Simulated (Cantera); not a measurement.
An isothermal, constant-pressure homogeneous reactor starts with 3.38 % CH4, 96.6 % H2, at 1475 K and 18.8 Torr.

Cantera simulation using GRI-Mech 3.0 (53 species, 325 reactions); the numbers are that mechanism's predictions, not measurements. GRI-Mech 3.0 stops at C3 and has no aromatics, soot or wall deposition, so with more carbon than oxygen in the feed, carbon stays in small species such as C2H2 where larger ones or solid carbon would form. Radical loss at walls, strong at low pressure, is not modelled.

Task: Predict: x(CH4) at 200 s; x(H2) at 200 s; x(C2H4) at 200 s; x(C2H2) at 200 s; x(H) at 200 s; x(C2H6) at 200 s.

Result: 
- x(CH4) at 200 s = 0.00746 (gas-phase equilibrium 0.00328)
- x(H2) at 200 s = 0.980 (gas-phase equilibrium 0.982)
- x(C2H4) at 200 s = 0.000114 (gas-phase equilibrium 0.000131)
- x(C2H2) at 200 s = 0.0126 (gas-phase equilibrium 0.0146)
- x(H) at 200 s = 7.89e-5 (gas-phase equilibrium 8.18e-5)
- x(C2H6) at 200 s = 8.95e-8 (gas-phase equilibrium 3.36e-8)
